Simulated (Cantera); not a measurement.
A perfectly stirred reactor is fed with 25.5 % H2, 38.1 % O2, 36.2 % N2, 0.133 % H2O, equivalence ratio 0.34, at 100.0 Torr; it is held at 1100 K, and followed from long to short residence time.

Model: the H2/O2 subset of GRI-Mech 3.0, which has no nitrogen chemistry, integrated in Cantera. The temperature is held fixed by assumption; the heat of reaction is taken as removed at once.

x: mole fraction; the columns are a selection and need not sum to one.

```
τ (s)        x H2   x O2  x H2O       x H    x HO2       x O
-------  --------  -----  -----  --------  -------  --------
7.9      0.000119  0.291  0.294   1.54e-6      [?]   2.00e-5
2.0      0.000300  0.291  0.294   6.12e-6      [?]   5.22e-5
0.51     0.000735  0.291  0.293   2.41e-5      [?]  0.000135
0.13      0.00174  0.291  0.292   9.43e-5      [?]  0.000339
0.033     0.00393  0.291  0.289  0.000369      [?]  0.000820
0.0083    0.00860  0.292  0.282   0.00144      [?]   0.00191
0.0021     0.0182  0.294  0.267   0.00538  6.39e-5   0.00420
0.00054    0.0374  0.297  0.235    0.0179  6.51e-5   0.00856
0.00014    0.0749  0.307  0.171    0.0436      [?]    0.0142
```

**Question.** Some entries are withheld; supply them.

**Answer.** 
- 7.9, x HO2: 3.90e-6
- 2.0, x HO2: 8.57e-6
- 0.51, x HO2: 1.69e-5
- 0.13, x HO2: 2.89e-5
- 0.033, x HO2: 4.29e-5
- 0.0083, x HO2: 5.56e-5
- 0.00014, x HO2: 5.74e-5
